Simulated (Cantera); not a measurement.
What does this Cantera script print?

```python
import numpy as np
import cantera as ct

gas_names = """
    CL CLO CL2 Fe FeCL FeCL2 FeCL3 FeO Fe(OH)2 Fe2CL4 Fe2CL6 H HCL HOCL HO2 H2 H2O H2O2 O OH O2 O3
""".split()
cond_names = """
    Fe(a) Fe(c) Fe(d) Fe(L) FeCL2(s) FeCL2(L) FeCL3(s) FeCL3(L) FeO(s) FeO(L) Fe(OH)2(s) Fe(OH)3(s)
    Fe2O3(s) Fe3O4(s) H2O(s) H2O(L)
""".split()


# ... load() reads the species with a 1 bar reference pressure and builds the phases ...
atoms = {
    'Fe3O4': {'Fe': 3, 'O': 4},
    'Cl2': {'CL': 2},
    'H2': {'H': 2},
}
top_T = {'Fe2O3(s)': 1830, 'Fe3O4(s)': 1870}  # K; cautious upper limits of use, not melting points


# ... equilibrate(T, P, feed) seeds the gas with the atoms and calls Mixture.equilibrate('TP', solver="vcs", rtol=1e-11, max_steps=5000) ...
results = []
feed = {'Fe3O4': 1, 'Cl2': 0.14, 'H2': 0.099}  # mol
P = 230000  # Pa
for T in [700, 750, 800, 850, 900, 950, 1000, 1050]:
    mix = equilibrate(T, P, feed)
    results.append((T, P, feed, dict(zip(mix.species_names, mix.species_moles))))

top = {s: max(r[3][s] / sum(r[3][g] for g in gas_names) for r in results) for s in gas_names}
cols = sorted((s for s in top if top[s] > 0.0001), key=lambda s: -top[s])[:8]
seen = [c for c in cond_names if any(r[3].get(c, 0) > 1e-12 for r in results)]
print("log10 of partial pressures in bar; condensed amounts in mol")
print(f"{'T/K':>10s}" + "".join(f"{s[:9]:>10s}" for s in cols + seen))
for T, P, feed, n in results:
    ng = sum(n[g] for g in gas_names)
    print(f"{T:10.4g}" + "".join(f"{np.log10(max(n[s] / ng * P / 1e5, 1e-99)):10.3f}" for s in cols)
          + "".join(f"{n.get(c, 0):10.4g}" for c in seen))
```

Output:

```
log10 of partial pressures in bar; condensed amounts in mol
       T/K       H2O       HCL     FeCL3     FeCL2    Fe2CL4    Fe2CL6  FeCL2(s)  FeCL2(L)  Fe2O3(s)  Fe3O4(s)
       700     0.295    -0.484    -6.432    -5.811    -7.333    -9.461    0.1324         0    0.2554    0.7856
       750     0.238    -0.245    -5.305    -4.857    -6.148    -7.907     0.126         0     0.249     0.792
       800     0.150    -0.052    -4.319    -4.027    -5.119    -6.544    0.1164         0    0.2394    0.8016
       850     0.024     0.094    -3.451    -3.300    -4.219    -5.343    0.1033         0    0.2263    0.8147
       900    -0.143     0.198    -2.685    -2.657    -3.425    -4.282   0.08783         0     0.211      0.83
       950    -0.347     0.262    -2.004    -2.086    -2.721    -3.341   0.07157         0     0.195    0.8456
      1000    -0.485     0.283    -1.577    -1.695    -2.332    -2.862         0   0.06053    0.1847    0.8552
      1050    -0.633     0.289    -1.200    -1.345    -1.989    -2.444         0   0.04607    0.1716    0.8666
```

Cantera equilibrium calculation (NASA polynomials, part measured and part estimated; ideal gas, pure solids and liquids). Mutual solubility and eutectic melting of coexisting phases are not modelled. Condensed phases not in the tables: FeOCl.
